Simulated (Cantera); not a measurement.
An isothermal, constant-pressure homogeneous reactor starts with 0.552 % C2H6, 99.4 % N2, at 1398 K and 0.218 Torr.

Computed with Cantera and GRI-Mech 3.0 (53 species, 325 reactions). GRI-Mech 3.0 stops at C3 and has no aromatics, soot or wall deposition, so with more carbon than oxygen in the feed, carbon stays in small species such as C2H2 where larger ones or solid carbon would form. Radical loss at walls, strong at low pressure, is not modelled.

Question: Predict: x(C2H6) at 100 s; x(H2) at 100 s; x(CH4) at 100 s; x(C2H4) at 100 s; x(CH2) at 100 s; x(H) at 100 s; x(C2H2) at 100 s.

Answer: 
| Quantity | Value |
|---|---|
| x(C2H6) at 100 s | 2.03e-8 (gas-phase equilibrium <1e-12) |
| x(H2) at 100 s | 0.0101 (gas-phase equilibrium 0.0109) |
| x(CH4) at 100 s | 0.000539 (gas-phase equilibrium 2.04e-8) |
| x(C2H4) at 100 s | 6.23e-6 (gas-phase equilibrium 1.33e-9) |
| x(CH2) at 100 s | 2.98e-8 (gas-phase equilibrium 2.10e-12) |
| x(H) at 100 s | 2.08e-5 (gas-phase equilibrium 2.92e-5) |
| x(C2H2) at 100 s | 0.00518 (gas-phase equilibrium 0.000499) |
